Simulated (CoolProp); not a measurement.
Vapour-liquid equilibrium of dimethyl ether (1) + n-pentane (2) at 0.282 bar; x and y are mole fractions of (1).

Model: multi-fluid Helmholtz-energy mixture model, Wu 2011 and Thol 2019; pair parameters Bell 2016, in CoolProp.

```
x     bubble temperature, mixture model (°C)  bubble temperature, Raoult's law (°C)  y, mixture model  y, Raoult's law
----  --------------------------------------  -------------------------------------  ----------------  ---------------
0.05                                    -3.2                                   -6.1                 …            0.380
0.15                                   -17.3                                  -18.5             0.693            0.704
0.25                                   -29.0                                  -26.5             0.866            0.833
0.35                                   -37.0                                  -32.3             0.932            0.897
0.45                                   -42.0                                  -36.7                 …            0.934
0.55                                       …                                  -40.2             0.971            0.957
0.65                                   -46.8                                  -43.2             0.978            0.973
0.75                                   -47.9                                  -45.7                 …            0.984
0.85                                   -48.8                                  -47.9             0.987            0.992
0.95                                       …                                  -49.8                 …            0.998
```

Complete the blanks.


- 0.05, y, mixture model: 0.290
- 0.45, y, mixture model: 0.959
- 0.55, bubble temperature, mixture model (°C): -45.0
- 0.75, y, mixture model: 0.982
- 0.95, bubble temperature, mixture model (°C): -49.9
- 0.95, y, mixture model: 0.994

The largest gap from Raoult's law is -5.3 K in bubble temperature, at x = 0.45. No azeotrope shows between x = 0.05 and 0.95.

Pair parameters are fitted to limited data, so mixtures are less certain than the pure fluids. The gap from Raoult's law changes sign with composition, which may be real or a fault of the pair parameters; it wasn't checked against measurements.
